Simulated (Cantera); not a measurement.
Cantera run:

```python
import numpy as np
import cantera as ct

gas_names = [...]  # 118 gases of nasa_gas.yaml made of C, Cl, F, H
cond_names = """
    C(gr) C6H6(L) C7H8(L) C8H18(L),n-octa
""".split()


# ... load() reads the species with a 1 bar reference pressure and builds the phases ...
atoms = {
    'CCl4': {'C': 1, 'CL': 4},
    'CH4': {'C': 1, 'H': 4},
    'H2': {'H': 2},
    'F2': {'F': 2},
}
top_T = {'C(gr)': 4500}  # K; cautious upper limits of use, not melting points


# ... equilibrate(T, P, feed) seeds the gas with the atoms and calls Mixture.equilibrate('TP', solver="vcs", rtol=1e-11, max_steps=5000) ...
results = []
T = 2775  # K
P = 1.6  # Pa
for m in [0.3, 0.79, 1.3, 1.8, 2.3, 2.8, 3.3, 3.8, 4.3, 4.7, 5.2]:
    feed = {'CCl4': 1, 'CH4': 0.043, 'H2': m, 'F2': 0.29}  # mol
    mix = equilibrate(T, P, feed)
    results.append((T, P, feed, dict(zip(mix.species_names, mix.species_moles))))

top = {s: max(r[3][s] / sum(r[3][g] for g in gas_names) for r in results) for s in gas_names}
cols = sorted((s for s in top if top[s] > 0.0001), key=lambda s: -top[s])[:8]
seen = [c for c in cond_names if any(r[3].get(c, 0) > 1e-12 for r in results)]
print("log10 of partial pressures in bar; condensed amounts in mol")
print(f"{'n(H2)':>10s}" + "".join(f"{s[:9]:>10s}" for s in cols + seen))
for T, P, feed, n in results:
    ng = sum(n[g] for g in gas_names)
    print(f"{feed['H2']:10.4g}" + "".join(f"{np.log10(max(n[s] / ng * P / 1e5, 1e-99)):10.3f}" for s in cols)
          + "".join(f"{n.get(c, 0):10.4g}" for c in seen))
```

Result:

```
log10 of partial pressures in bar; condensed amounts in mol
     n(H2)        CL         H         F         C        C3        HF        C2        CF
       0.3    -4.971    -5.713    -5.853    -5.891    -6.406    -6.915    -6.828    -7.601
      0.79    -5.036    -5.417    -5.949    -5.925    -6.506    -6.716    -6.895    -7.730
       1.3    -5.096    -5.274    -6.032    -5.956    -6.601    -6.654    -6.958    -7.844
       1.8    -5.147    -5.189    -6.100    -5.985    -6.686    -6.638    -7.015    -7.941
       2.3    -5.193    -5.131    -6.160    -6.011    -6.765    -6.639    -7.067    -8.027
       2.8    -5.235    -5.088    -6.212    -6.035    -6.838    -6.649    -7.116    -8.103
       3.3    -5.273    -5.056    -6.258    -6.058    -6.906    -6.663    -7.162    -8.173
       3.8    -5.308    -5.030    -6.301    -6.079    -6.971    -6.680    -7.205    -8.237
       4.3    -5.340    -5.009    -6.339    -6.100    -7.032    -6.697    -7.246    -8.295
       4.7    -5.365    -4.995    -6.368    -6.115    -7.079    -6.711    -7.277    -8.340
       5.2    -5.393    -4.980    -6.401    -6.134    -7.135    -6.729    -7.314    -8.391
```

Equilibrium computed with Cantera from the NASA thermochemical tables; the gas is ideal and each condensed phase is pure.
